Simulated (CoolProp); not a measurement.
Vapour pressure (kPa) of the fluoroketone C6F12O (FK-5-1-12): the reference equation beside estimates from Tc = 168.7 °C, pc = 1869 kPa, ω = 0.471.

The numbers come from the reference Helmholtz-energy equation of state, McLinden 2015 in CoolProp.

```tsv
T (°C)	reference	Redlich-Kwong	Soave-Redlich-Kwong	Peng-Robinson
-55.55	0.2495	3.416	0.2709	0.3096
-51.05	0.3763	4.547	0.4033	0.4557
-46.65	0.5512	5.931	0.5845	0.6536
-42.15	0.7993	7.680	0.8394	0.9294
-37.75	1.130	9.769	1.177	1.291
-33.25	1.583	12.35	1.637	1.780
-28.85	2.168	15.37	2.228	2.404
-24.35	2.947	19.04	3.013	3.227
```

Absolute difference from the reference over all 8 rows, mean and median: Redlich-Kwong 851.8 and 812.7 %, Soave-Redlich-Kwong 4.9 and 4.6 %, Peng-Robinson 15.9 and 15.3 %.
